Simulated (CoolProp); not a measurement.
Properties of R1224YDZ along the isotherm 469 K.

Computed with CoolProp (reference Helmholtz-energy equation of state, Akasaka 2023).

```json
[
 {"p (MPa)": "0.208", "phase": "gas", "cv (kJ/(kg K))": "0.9555", "expansivity (1/kK)": "2.256", "fugacity coefficient": "0.9843"},
 {"p (MPa)": "0.417", "phase": "gas", "cv (kJ/(kg K))": "0.9579", "expansivity (1/kK)": "2.391", "fugacity coefficient": "0.9687"},
 {"p (MPa)": "0.625", "phase": "gas", "cv (kJ/(kg K))": "0.9604", "expansivity (1/kK)": "2.538", "fugacity coefficient": "0.9532"},
 {"p (MPa)": "0.834", "phase": "gas", "cv (kJ/(kg K))": "0.9631", "expansivity (1/kK)": "2.699", "fugacity coefficient": "___"},
 {"p (MPa)": "1.04", "phase": "gas", "cv (kJ/(kg K))": "0.9659", "expansivity (1/kK)": "2.874", "fugacity coefficient": "0.9227"},
 {"p (MPa)": "1.25", "phase": "gas", "cv (kJ/(kg K))": "0.9690", "expansivity (1/kK)": "3.070", "fugacity coefficient": "0.9075"},
 {"p (MPa)": "1.46", "phase": "gas", "cv (kJ/(kg K))": "___", "expansivity (1/kK)": "3.288", "fugacity coefficient": "0.8923"},
 {"p (MPa)": "1.67", "phase": "gas", "cv (kJ/(kg K))": "0.9757", "expansivity (1/kK)": "___", "fugacity coefficient": "0.8773"}
]
```

Problem. Fill in the missing entries.

Solution. 
- 0.834, fugacity coefficient: 0.9378
- 1.46, cv (kJ/(kg K)): 0.9722
- 1.67, expansivity (1/kK): 3.529
